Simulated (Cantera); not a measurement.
**Equilibrium for carbothermic reduction: Cu2O + CH4 + H2**

Feed: 1 mol Cu2O, 0.87 mol CH4, 2.2 mol H2, held at 2223 K.

Cantera equilibrium calculation (NASA polynomials, part measured and part estimated; ideal gas, pure solids and liquids). Candidate condensed phases: C, C6H6, C7H8, C8H18, Cu, CuO, Cu(OH)2, Cu2O, H2O; 113 gas species. Rates play no part.

```
P (Pa)    x H2      x H     x Cu   x CO   x H2O  n Cu(l)
-------  -----  -------  -------  -----  ------  -------
10       0.292    0.346    0.242  0.105  0.0114        0
68       0.434    0.162    0.270  0.117  0.0157        0
460      0.508   0.0673    0.284  0.123  0.0173        0
3200     0.540   0.0263    0.288  0.125  0.0179        0
22000    0.683   0.0113    0.125  0.156  0.0224     1.29
150000   0.774  0.00460   0.0184  0.176  0.0254     1.91
1000000  0.789  0.00180  0.00276  0.179  0.0258     1.99
```
x: gas mole fraction; n: condensed amount in mol.

From 0.000100 bar to 0.0320 bar nothing is condensed. From 0.220 bar to 10.0 bar the condensed part is Cu(l). The main Cu-bearing gas is Cu throughout.
